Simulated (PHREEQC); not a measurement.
A solution holds 0.014 mol/kgw NH4Cl, 1.5 mol/kgw KOH and 0.0044 mol/kgw KCl, at 25 °C. Closed to the air; pH follows from the charge balance.

The numbers come from PHREEQC with the ion-association model, phreeqc.dat.

```json
[
 {"quantity": "pH", "before": "13.93", "after": "13.61"},
 {"quantity": "SI of Sylvite (KCl)", "before": "-2.92", "after": "-2.98"}
]
```

Task: What was changed between the two runs?
A. KCl replaced by CaCl2 at the same molality
B. temperature from 25 to 35 °C
C. KOH left out
D. NH4Cl left out
E. temperature from 25 to 80 °C

Result: B, temperature from 25 to 35 °C

This is a speciation only: nothing precipitates in the calculation. The ionic strength passes 0.7 mol/kgw, the rough limit of the ion-association models, in every such run.
